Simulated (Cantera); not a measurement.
Mixture: H2 : O2 : N2 : NO = 1 : 0.31 : 3.24 : 0.0087 (molar parts), at 0.612 atm, adiabatic and at constant pressure. Ignition delay is the time to a rise of 400 K.

Model: GRI-Mech 3.0 (53 species, 325 reactions), integrated in Cantera. The mechanism lacks 2 NO + O2 → 2 NO2 and HONO, so NO2 and the effect of NO are under-described below about 1400 K. Where the delays flatten at high temperature, the 400 K rule measures the pace of heat release, not the induction time.

**Question.** Predict: delay at 1023 K; delay at 1223 K; delay at 1423 K; delay at 1623 K.

**Answer.** 
```
Property           Result
---------------  --------
delay at 1023 K  0.468 ms
delay at 1223 K  0.169 ms
delay at 1423 K  0.127 ms
delay at 1623 K  0.139 ms
```
